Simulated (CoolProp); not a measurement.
Properties of R1233zd(E) along the isobar 1.02 MPa.

The numbers come from the reference Helmholtz-energy equation of state, Akasaka 2022 in CoolProp.

```tsv
T (°C)	phase	density (kg/m³)	cp (kJ/(kg K))	Joule-Thomson coefficient (K/MPa)
42.05	liquid	1223	1.220	-0.2302
53.25	liquid	1194	1.247	-0.1810
64.45	liquid	1164	1.277	-0.1207
75.75	liquid	1130	1.311	-0.04384
86.95	liquid	1095	1.350	0.05599
109.45	gas	51.66	1.043	19.07
120.65	gas	48.85	1.033	16.82
131.95	gas	46.45	1.028	15.01
143.15	gas	44.39	1.026	13.54
154.35	gas	42.57	1.028	12.30
165.65	gas	40.93	1.031	11.24
176.85	gas	39.47	1.035	10.34
```
